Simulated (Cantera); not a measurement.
An isothermal, constant-pressure homogeneous reactor starts with 37.0 % CH4, 63.0 % N2, at 1775 K and 750 Torr.

Cantera simulation using GRI-Mech 3.0 (53 species, 325 reactions); the numbers are that mechanism's predictions, not measurements. GRI-Mech 3.0 stops at C3 and has no aromatics, soot or wall deposition, so with more carbon than oxygen in the feed, carbon stays in small species such as C2H2 where larger ones or solid carbon would form.

x: mole fraction; the columns are a selection and need not sum to one.

| t (s) | x CH4 | x C2H2 | x C2H6 | x C2H | x HCN | x CH2 | x H |
|---|---|---|---|---|---|---|---|
| 0.000500 | 0.314 | 0.00629 | 0.00185 | 3.29e-8 | 4.81e-9 | 1.28e-6 | 3.28e-5 |
| 0.00139 | 0.232 | 0.0393 | 0.000755 | 1.44e-7 | 2.68e-8 | 7.89e-7 | 6.64e-5 |
| 0.00387 | 0.145 | 0.0785 | 0.000251 | 2.60e-7 | 7.95e-8 | 4.71e-7 | 0.000103 |
| 0.0108 | 0.0727 | 0.107 | 6.25e-5 | 3.56e-7 | 1.82e-7 | 2.62e-7 | 0.000138 |
| 0.0300 | 0.0298 | 0.123 | 1.12e-5 | 4.28e-7 | 3.39e-7 | 1.24e-7 | 0.000165 |
| 0.0834 | 0.0118 | 0.130 | 2.09e-6 | 4.65e-7 | 5.33e-7 | 5.38e-8 | 0.000179 |
| 0.232 | 0.00675 | 0.131 | [?] | 4.77e-7 | [?] | 3.20e-8 | 0.000183 |
| 0.646 | 0.00633 | 0.132 | 8.50e-7 | 4.78e-7 | 1.40e-6 | 3.01e-8 | 0.000184 |
| 1.80 | 0.00633 | 0.132 | 8.50e-7 | 4.78e-7 | [?] | 3.01e-8 | 0.000184 |
| 5.00 | 0.00633 | 0.132 | 8.50e-7 | 4.78e-7 | 8.47e-6 | 3.01e-8 | 0.000184 |
| 13.9 | 0.00633 | 0.132 | 8.50e-7 | 4.78e-7 | 2.62e-5 | 3.01e-8 | 0.000184 |
| 38.7 | 0.00633 | 0.131 | 8.50e-7 | 4.78e-7 | 8.55e-5 | 3.01e-8 | 0.000184 |
| 108 | 0.00633 | 0.131 | 8.49e-7 | 4.77e-7 | 0.000262 | 3.01e-8 | 0.000184 |
| 300 | 0.00632 | 0.131 | 8.48e-7 | 4.76e-7 | 0.000752 | 3.01e-8 | 0.000184 |

Task: Complete the blanks.

Result: 
- 0.232, x C2H6: 9.20e-7
- 0.232, x HCN: 7.98e-7
- 1.80, x HCN: 3.13e-6
